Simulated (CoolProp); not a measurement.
A single-stage vapour-compression cycle with the fluid: evaporating at 317.15 K (dew point), condensing at 345.15 K (bubble point), superheat 10 K, subcooling 5 K, compressor efficiency 0.6, no pressure losses. The same conditions are run with several fluids, on thermodynamics alone (safety and materials aside).

The numbers come from the reference Helmholtz-energy equation of state of each fluid (cyclopropane: Polt 1992; 1,2-dichloroethane: Thol 2015; R21: Platzer 1990; R245fa: Akasaka 2015; R134a: Tillner-Roth 1994; hydrogen sulfide: Lemmon 2006) in CoolProp. The equations of Platzer and Polt are older, rougher fits.

| fluid | cooling COP | pressure ratio | discharge temperature (K) | refrigerating effect (kJ/kg) | volumetric capacity (kJ/m³) |
|---|---|---|---|---|---|
| cyclopropane | 5.91 | 1.84 | 371.0 | 333 | 7150 |
| 1,2-dichloroethane | 6.48 | 2.85 | 384.7 | 323 | 290 |
| R21 | 6.27 | 2.12 | 381.3 | 200 | 2720 |
| R245fa | 6.20 | 2.25 | 359.2 | 157 | 2390 |
| R134a | 5.61 | 1.96 | 364.5 | 134 | 6990 |
| hydrogen sulfide | 5.26 | 1.75 | 395.6 | 329 | 16400 |
